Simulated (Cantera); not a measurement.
**Adiabatic ignition**

An adiabatic, constant-pressure homogeneous reactor starts with CH3OH : O2 : N2 = 1 : 1.5 : 5.64 (molar parts), at 1475 K and 3.50 bar.

Model: GRI-Mech 3.0 (53 species, 325 reactions), integrated in Cantera. GRI-Mech 3.0 was tuned for natural gas; its chemistry of methanol as a main component is partial and can be far from experiment.

| t (s) | T (K) | x CH3OH | x O2 | x H | x C2H6 | x CO2 | x H2 |
|---|---|---|---|---|---|---|---|
| 9.00e-6 | 1475 | 0.123 | 0.184 | 1.43e-7 | 4.26e-8 | 5.39e-6 | 6.51e-5 |
| 4.06e-5 | 1478 | 0.120 | 0.183 | 7.90e-7 | 1.58e-7 | 2.54e-5 | 0.000836 |
| 0.000183 | 2797 | <1e-12 | 0.0215 | 0.00549 | <1e-12 | 0.0715 | 0.0155 |
| 0.000828 | 2789 | <1e-12 | 0.0193 | 0.00533 | <1e-12 | 0.0713 | 0.0158 |
| 0.00374 | 2784 | <1e-12 | 0.0183 | 0.00526 | <1e-12 | 0.0711 | 0.0159 |
| 0.0169 | 2784 | <1e-12 | 0.0183 | 0.00526 | <1e-12 | 0.0711 | 0.0159 |
| 0.0761 | 2784 | <1e-12 | 0.0183 | 0.00526 | <1e-12 | 0.0711 | 0.0159 |
| 0.344 | 2784 | <1e-12 | 0.0183 | 0.00526 | <1e-12 | 0.0711 | 0.0159 |
| 1.55 | 2784 | <1e-12 | 0.0183 | 0.00526 | <1e-12 | 0.0711 | 0.0159 |
| 7.00 | 2784 | <1e-12 | 0.0183 | 0.00526 | <1e-12 | 0.0711 | 0.0159 |
x: mole fraction; the columns are a selection and need not sum to one.

* **time of steepest temperature rise**: 94.7 µs
* **temperature at 7.00 s**: 2784 K
* **equilibrium temperature**: 2784 K
* **x(CH3OH) at 7.00 s**: <1e-12 (gas-phase equilibrium <1e-12)
* **x(O2) at 7.00 s**: 0.0183 (gas-phase equilibrium 0.0183)
* **x(H) at 7.00 s**: 0.00526 (gas-phase equilibrium 0.00526)
